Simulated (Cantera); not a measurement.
An adiabatic, constant-volume homogeneous reactor starts with C3H8 : O2 : N2 = 1 : 10.2 : 38.4 (molar parts), at 1798 K and 720 Torr. Integrator tolerance rtol = 1e-08.

Model: GRI-Mech 3.0 (53 species, 325 reactions), integrated in Cantera. GRI-Mech 3.0 was tuned for natural gas; its chemistry of propane as a main component is partial and can be far from experiment.

### Question
What does this change do: initial temperature 1798 to 1298 K?

### Answer
| quantity | before | after |
|---|---|---|
| time of steepest temperature rise | 11.9 µs | 0.890 ms |
| temperature at 0.200 s | 2726 K | 2485 K |
| equilibrium temperature | 2726 K | 2485 K |
| x(C3H8) at 0.200 s | <1e-12 (gas-phase equilibrium <1e-12) | <1e-12 (gas-phase equilibrium <1e-12) |
| x(O2) at 0.200 s | 0.0901 (gas-phase equilibrium 0.0901) | 0.0940 (gas-phase equilibrium 0.0940) |
| x(CO) at 0.200 s | 0.0134 (gas-phase equilibrium 0.0134) | 0.00443 (gas-phase equilibrium 0.00443) |
| x(NO2) at 0.200 s | 1.21e-5 (gas-phase equilibrium 1.21e-5) | 1.21e-5 (gas-phase equilibrium 1.21e-5) |
| x(OH) at 0.200 s | 0.0163 (gas-phase equilibrium 0.0163) | 0.00826 (gas-phase equilibrium 0.00826) |
| x(O) at 0.200 s | 0.00989 (gas-phase equilibrium 0.00989) | 0.00302 (gas-phase equilibrium 0.00302) |
| x(H2O2) at 0.200 s | 2.65e-7 (gas-phase equilibrium 2.65e-7) | 2.10e-7 (gas-phase equilibrium 2.10e-7) |

### Question
What does this change do: O2 10.2 to 5.1 parts?

### Answer
| quantity | before | after |
|---|---|---|
| time of steepest temperature rise | 11.9 µs | 17.1 µs |
| temperature at 0.200 s | 2726 K | 2756 K |
| equilibrium temperature | 2726 K | 2756 K |
| x(C3H8) at 0.200 s | <1e-12 (gas-phase equilibrium <1e-12) | <1e-12 (gas-phase equilibrium <1e-12) |
| x(O2) at 0.200 s | 0.0901 (gas-phase equilibrium 0.0901) | 0.0134 (gas-phase equilibrium 0.0134) |
| x(CO) at 0.200 s | 0.0134 (gas-phase equilibrium 0.0134) | 0.0300 (gas-phase equilibrium 0.0300) |
| x(NO2) at 0.200 s | 1.21e-5 (gas-phase equilibrium 1.21e-5) | 1.96e-6 (gas-phase equilibrium 1.96e-6) |
| x(OH) at 0.200 s | 0.0163 (gas-phase equilibrium 0.0163) | 0.0112 (gas-phase equilibrium 0.0112) |
| x(O) at 0.200 s | 0.00989 (gas-phase equilibrium 0.00989) | 0.00427 (gas-phase equilibrium 0.00427) |
| x(H2O2) at 0.200 s | 2.65e-7 (gas-phase equilibrium 2.65e-7) | 1.15e-7 (gas-phase equilibrium 1.15e-7) |
